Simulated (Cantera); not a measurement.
A Cantera script and what it prints.

```python
import numpy as np
import cantera as ct

gas_names = [...]  # 110 gases of nasa_gas.yaml made of C, H, O
cond_names = """
    C(gr) C6H6(L) C7H8(L) C8H18(L),n-octa H2O(s) H2O(L)
""".split()


# ... load() reads the species with a 1 bar reference pressure and builds the phases ...
atoms = {
    'CO2': {'C': 1, 'O': 2},
    'O2': {'O': 2},
    'H2': {'H': 2},
}
top_T = {'C(gr)': 4500}  # K; cautious upper limits of use, not melting points


# ... equilibrate(T, P, feed) seeds the gas with the atoms and calls Mixture.equilibrate('TP', solver="vcs", rtol=1e-11, max_steps=5000) ...
results = []
T = 3223  # K
P = 13000000  # Pa
for m in [0.049, 0.1, 0.21, 0.43, 0.88, 1.8, 3.7]:
    feed = {'CO2': 1, 'O2': 0.025, 'H2': m}  # mol
    mix = equilibrate(T, P, feed)
    results.append((T, P, feed, dict(zip(mix.species_names, mix.species_moles))))

top = {s: max(r[3][s] / sum(r[3][g] for g in gas_names) for r in results) for s in gas_names}
cols = sorted((s for s in top if top[s] > 1e-06), key=lambda s: -top[s])[:5]
seen = [c for c in cond_names if any(r[3].get(c, 0) > 1e-12 for r in results)]
print("log10 of partial pressures in bar; condensed amounts in mol")
print(f"{'n(H2)':>10s}" + "".join(f"{s[:9]:>10s}" for s in cols + seen))
for T, P, feed, n in results:
    ng = sum(n[g] for g in gas_names)
    print(f"{feed['H2']:10.4g}" + "".join(f"{np.log10(max(n[s] / ng * P / 1e5, 1e-99)):10.3f}" for s in cols)
          + "".join(f"{n.get(c, 0):10.4g}" for c in seen))
```

It prints:

```
log10 of partial pressures in bar; condensed amounts in mol
     n(H2)       CO2        H2       H2O        CO        O2
     0.049     1.965    -0.877     0.664     1.318     0.992
       0.1     1.941    -0.509     0.980     1.346     0.888
      0.21     1.883    -0.080     1.285     1.412     0.640
      0.43     1.734     0.443     1.531     1.540     0.087
      0.88     1.360     1.075     1.672     1.657    -0.898
       1.8     0.740     1.596     1.623     1.607    -2.037
       3.7     0.094     1.861     1.433     1.417    -2.947
```

These are equilibrium values from Cantera (NASA tables, ideal gas, pure condensed phases), not measurements of a reactor. The ideal-gas law is rough above about 30 bar. The tables' values for COOH are old estimates; treat these amounts as uncertain.
